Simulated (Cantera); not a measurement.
## Low-pressure radical oxidation in H2/O2

An isothermal, constant-pressure homogeneous reactor starts with H2 : O2 : N2 = 0.097 : 1 : 0.21 (molar parts), equivalence ratio 0.049, at 1375 K and 10.00 Torr.

Detailed kinetics in Cantera: GRI-Mech 3.0 (53 species, 325 reactions). Radical loss at walls, strong at low pressure, is not modelled. The temperature is held fixed by assumption; the heat of reaction is taken as removed at once.

```json
[
 {"t (s)": "1.00e-6", "x H2": "0.0742", "x O2": "0.765", "x NO": "<1e-12", "x N2O": "<1e-12", "x NO2": "<1e-12", "x O": "1.68e-11", "x HO2": "9.33e-10"},
 {"t (s)": "3.55e-6", "x H2": "0.0742", "x O2": "0.765", "x NO": "<1e-12", "x N2O": "<1e-12", "x NO2": "<1e-12", "x O": "2.03e-10", "x HO2": "3.31e-9"},
 {"t (s)": "1.26e-5", "x H2": "0.0742", "x O2": "0.765", "x NO": "<1e-12", "x N2O": "<1e-12", "x NO2": "<1e-12", "x O": "2.26e-9", "x HO2": "1.17e-8"},
 {"t (s)": "4.46e-5", "x H2": "0.0742", "x O2": "0.765", "x NO": "<1e-12", "x N2O": "<1e-12", "x NO2": "<1e-12", "x O": "2.16e-8", "x HO2": "4.17e-8"},
 {"t (s)": "0.000158", "x H2": "0.0742", "x O2": "0.765", "x NO": "<1e-12", "x N2O": "<1e-12", "x NO2": "<1e-12", "x O": "2.73e-7", "x HO2": "1.48e-7"},
 {"t (s)": "0.000562", "x H2": "0.0740", "x O2": "0.765", "x NO": "<1e-12", "x N2O": "<1e-12", "x NO2": "<1e-12", "x O": "8.64e-5", "x HO2": "6.09e-7"},
 {"t (s)": "0.00199", "x H2": "0.00206", "x O2": "0.708", "x NO": "2.64e-8", "x N2O": "1.04e-9", "x NO2": "<1e-12", "x O": "0.0466", "x HO2": "2.56e-6"},
 {"t (s)": "0.00707", "x H2": "0.00184", "x O2": "0.712", "x NO": "1.56e-7", "x N2O": "2.15e-9", "x NO2": "3.33e-12", "x O": "0.0427", "x HO2": "2.52e-6"},
 {"t (s)": "0.0251", "x H2": "0.00139", "x O2": "0.724", "x NO": "4.44e-7", "x N2O": "2.48e-9", "x NO2": "1.16e-11", "x O": "0.0310", "x HO2": "2.39e-6"},
 {"t (s)": "0.0890", "x H2": "0.000571", "x O2": "0.743", "x NO": "7.07e-7", "x N2O": "3.48e-9", "x NO2": "3.33e-11", "x O": "0.0120", "x HO2": "1.79e-6"},
 {"t (s)": "0.316", "x H2": "9.06e-5", "x O2": "0.754", "x NO": "7.62e-7", "x N2O": "5.48e-9", "x NO2": "1.02e-10", "x O": "0.00186", "x HO2": "6.65e-7"},
 {"t (s)": "1.12", "x H2": "1.00e-5", "x O2": "0.756", "x NO": "7.70e-7", "x N2O": "6.90e-9", "x NO2": "2.14e-10", "x O": "0.000204", "x HO2": "1.31e-7"},
 {"t (s)": "3.97", "x H2": "1.41e-6", "x O2": "0.756", "x NO": "7.73e-7", "x N2O": "6.33e-9", "x NO2": "3.85e-10", "x O": "2.87e-5", "x HO2": "4.41e-8"},
 {"t (s)": "14.1", "x H2": "3.31e-7", "x O2": "0.756", "x NO": "7.74e-7", "x N2O": "3.51e-9", "x NO2": "1.03e-9", "x O": "6.76e-6", "x HO2": "5.09e-8"},
 {"t (s)": "50.0", "x H2": "2.37e-7", "x O2": "0.756", "x NO": "7.75e-7", "x N2O": "1.85e-9", "x NO2": "1.37e-9", "x O": "4.83e-6", "x HO2": "5.72e-8"}
]
```
x: mole fraction; the columns are a selection and need not sum to one.

Equilibrium at this temperature and pressure: H2 2.36e-7, O2 0.756, NO 0.000551, N2O 1.87e-9, NO2 9.76e-7, O 4.82e-6, HO2 5.72e-8 (gas phase only).
